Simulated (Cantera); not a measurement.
**N2O furnace oxynitridation**

An isothermal, constant-pressure homogeneous reactor starts with 99.2 % N2O, 0.823 % H2O, at 1200 K and 0.0326 atm.

Model: GRI-Mech 3.0 (53 species, 325 reactions), integrated in Cantera. GRI-Mech 3.0 was tuned for natural gas; its chemistry of N2O as a main component is partial and can be far from experiment. Radical loss at walls, strong at low pressure, is not modelled. The mechanism lacks the step 2 NO + O2 → 2 NO2, which can matter for NO2 below about 1400 K. The temperature is held fixed by assumption; the heat of reaction is taken as removed at once.

| t (s) | x N2O | x H2O | x NO | x N2 | x HO2 | x O |
|---|---|---|---|---|---|---|
| 1.00e-5 | 0.992 | 0.00823 | 5.98e-10 | 1.08e-7 | <1e-12 | 1.02e-7 |
| 4.19e-5 | 0.992 | 0.00823 | 9.91e-9 | 4.82e-7 | 1.06e-12 | 3.92e-7 |
| 0.000176 | 0.992 | 0.00823 | 1.39e-7 | 2.44e-6 | 6.51e-11 | 1.18e-6 |
| 0.000736 | 0.992 | 0.00823 | 1.22e-6 | 1.29e-5 | 2.71e-9 | 1.86e-6 |
| 0.00308 | 0.992 | 0.00823 | 6.35e-6 | 5.95e-5 | 6.17e-8 | 1.89e-6 |
| 0.0129 | 0.991 | 0.00823 | 2.78e-5 | 0.000255 | 7.77e-7 | 1.89e-6 |
| 0.0542 | 0.990 | 0.00822 | 0.000113 | 0.00108 | 2.35e-6 | 1.88e-6 |
| 0.227 | 0.985 | 0.00821 | 0.000433 | 0.00456 | 1.44e-6 | 1.86e-6 |
| 0.951 | 0.962 | 0.00815 | 0.00176 | 0.0188 | 6.84e-7 | 1.79e-6 |
| 3.99 | 0.876 | 0.00791 | 0.00721 | 0.0737 | 2.27e-7 | 1.73e-6 |
| 16.7 | 0.608 | 0.00717 | 0.0243 | 0.245 | 5.10e-8 | 1.71e-6 |
| 70.0 | 0.167 | 0.00596 | 0.0521 | 0.525 | 6.89e-9 | 1.62e-6 |
x: mole fraction; the columns are a selection and need not sum to one.

Equilibrium at this temperature and pressure: N2O 2.64e-9, H2O 0.00550, NO 0.000227, N2 0.663, HO2 1.89e-9, O 7.99e-8 (gas phase only).
